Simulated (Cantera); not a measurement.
## Stirred combustor or abatement burner

A perfectly stirred reactor is fed with CO : H2 : CH4 : O2 : N2 = 1 : 0.7 : 0.14 : 2.22 : 8.33 (molar parts), equivalence ratio 0.51, at 0.230 bar; it is adiabatic with a 425 K inlet, and is followed from long to short residence time, starting on the burning branch (τ in s: 0.12, 0.038, 0.012, 0.0038, 0.0012, 0.00037, 0.00012, 3.7e-05, 1.2e-05).

Model: GRI-Mech 3.0 (53 species, 325 reactions), integrated in Cantera.

```json
[
 {"τ (s)": "0.12", "T (K)": "1737", "x CO": "0.00287", "x H2": "0.000618", "x CH4": "2.14e-6", "x CH2CO": "2.44e-11", "x C2H": "<1e-12"},
 {"τ (s)": "0.038", "T (K)": "1695", "x CO": "0.00541", "x H2": "0.00120", "x CH4": "4.42e-6", "x CH2CO": "5.75e-11", "x C2H": "<1e-12"},
 {"τ (s)": "0.012", "T (K)": "1624", "x CO": "0.00939", "x H2": "0.00213", "x CH4": "9.90e-6", "x CH2CO": "1.21e-10", "x C2H": "<1e-12"},
 {"τ (s)": "0.0038", "T (K)": "1516", "x CO": "0.0154", "x H2": "0.00338", "x CH4": "2.61e-5", "x CH2CO": "2.66e-10", "x C2H": "<1e-12"},
 {"τ (s)": "0.0012", "T (K)": "1349", "x CO": "0.0287", "x H2": "0.00501", "x CH4": "0.000104", "x CH2CO": "1.00e-9", "x C2H": "<1e-12"},
 {"τ (s)": "0.00037", "T (K)": "425", "x CO": "0.0807", "x H2": "0.0565", "x CH4": "0.0113", "x CH2CO": "<1e-12", "x C2H": "<1e-12"},
 {"τ (s)": "0.00012", "T (K)": "425", "x CO": "0.0807", "x H2": "0.0565", "x CH4": "0.0113", "x CH2CO": "<1e-12", "x C2H": "<1e-12"},
 {"τ (s)": "3.7e-5", "T (K)": "425", "x CO": "0.0807", "x H2": "0.0565", "x CH4": "0.0113", "x CH2CO": "<1e-12", "x C2H": "<1e-12"},
 {"τ (s)": "1.2e-5", "T (K)": "425", "x CO": "0.0807", "x H2": "0.0565", "x CH4": "0.0113", "x CH2CO": "<1e-12", "x C2H": "<1e-12"}
]
```
x: mole fraction; the columns are a selection and need not sum to one.
